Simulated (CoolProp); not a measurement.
Vapour-liquid equilibrium of diethyl ether (1) + n-hexane (2) at 18.85 °C; x and y are mole fractions of (1).

Model: multi-fluid Helmholtz-energy mixture model, Thol 2014 and Thol 2019; pair parameters Bell 2016, in CoolProp.

```tsv
x	bubble pressure, mixture model (bar)	bubble pressure, Raoult's law (bar)	y, mixture model	y, Raoult's law
0.05	0.1823	0.1738	0.198	0.162
0.15	0.2333	0.2146	0.432	0.393
0.25	0.2781	0.2555	0.572	0.550
0.35	0.3189	0.2963	0.669	0.664
0.45	0.3573	0.3372	0.744	0.750
0.55	0.3944	0.3780	0.805	0.817
0.65	0.4312	0.4189	0.857	0.872
0.75	0.4679	0.4597	0.903	0.917
0.85	0.5051	0.5006	0.945	0.954
0.95	0.5428	0.5414	0.982	0.986
```

The largest gap from Raoult's law is +8.8 % in bubble pressure, at x = 0.25. No azeotrope shows between x = 0.05 and 0.95.

Pair parameters are fitted to limited data, so mixtures are less certain than the pure fluids.
